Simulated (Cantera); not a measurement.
Input (Python, Cantera):

```python
import numpy as np
import cantera as ct

gas = ct.Solution("gri30.yaml")
gas.TPX = 725, 22000, {'C3H8': 1, 'O2': 7.25, 'N2': 56.5}
inlet = ct.Reservoir(gas, clone=True)
gas.equilibrate("HP")  # start burning
reactor = ct.IdealGasConstPressureReactor(gas, energy="on", clone=False)
exhaust = ct.Reservoir(gas, clone=True)
tau = [0.16, 0.084, 0.045, 0.024, 0.013, 0.0069, 0.0037, 0.002, 0.0011, 0.00057, 0.0003, 0.00016, 8.7e-05][0]
for a, b in ((inlet, reactor), (reactor, exhaust)):
    ct.MassFlowController(a, b, mdot=lambda t: reactor.mass / tau)
net = ct.ReactorNet([reactor])
show = ['C3H8', 'O2', 'H2O', 'C2H6', 'OH', 'H', 'H2']

rows = []
print(f"{'tau/s':>10s}{'T/K':>9s}" + "".join(f"{s:>11s}" for s in show))
for tau in [0.16, 0.084, 0.045, 0.024, 0.013, 0.0069, 0.0037, 0.002, 0.0011, 0.00057, 0.0003, 0.00016, 8.7e-05]:
    net.initial_time = 0.0
    net.advance(30 * tau)
    before = gas.X
    net.advance(40 * tau)
    drift = np.max(np.abs(gas.X - before) / (gas.X + 1e-9))
    rows.append([gas.T, *gas[show].X, drift])
    print(f"{tau:10.3e}{gas.T:9.1f}" + "".join(f"{x:11.3e}" for x in gas[show].X))
```

Output:

```
     tau/s      T/K       C3H8         O2        H2O       C2H6         OH          H         H2
 1.600e-01   1580.9  1.333e-06  3.461e-02  5.929e-02  3.439e-10  1.345e-03  3.430e-04  5.667e-04
 8.400e-02   1569.2  1.945e-06  3.488e-02  5.877e-02  6.245e-10  1.561e-03  5.810e-04  7.959e-04
 4.500e-02   1554.4  2.840e-06  3.526e-02  5.814e-02  1.205e-09  1.765e-03  9.316e-04  1.075e-03
 2.400e-02   1535.6  4.259e-06  3.578e-02  5.737e-02  2.472e-09  1.948e-03  1.428e-03  1.409e-03
 1.300e-02   1513.3  6.565e-06  3.648e-02  5.652e-02  5.177e-09  2.082e-03  2.044e-03  1.771e-03
 6.900e-03   1486.0  1.086e-05  3.753e-02  5.557e-02  1.154e-08  2.154e-03  2.749e-03  2.165e-03
 3.700e-03   1454.4  1.940e-05  3.911e-02  5.466e-02  2.686e-08  2.133e-03  3.341e-03  2.568e-03
 2.000e-03   1416.0  3.949e-05  4.174e-02  5.380e-02  7.004e-08  1.984e-03  3.519e-03  3.048e-03
 1.100e-03   1357.2  1.125e-04  4.711e-02  5.235e-02  3.152e-07  1.543e-03  2.731e-03  4.082e-03
 5.700e-04    725.0  1.544e-02  1.120e-01 -3.092e-16 -3.636e-18  1.899e-19  7.164e-20 -5.502e-17
 3.000e-04    725.0  1.544e-02  1.120e-01  3.176e-18  9.338e-23  8.053e-20  6.184e-20  2.351e-19
 1.600e-04    725.0  1.544e-02  1.120e-01  6.720e-19  2.615e-25  3.204e-20  4.986e-20  1.005e-19
 8.700e-05    725.0  1.544e-02  1.120e-01  1.397e-19  2.046e-26  1.226e-20  3.605e-20  3.950e-20
```

Detailed kinetics in Cantera: GRI-Mech 3.0 (53 species, 325 reactions). GRI-Mech 3.0 was tuned for natural gas; its chemistry of propane as a main component is partial and can be far from experiment.
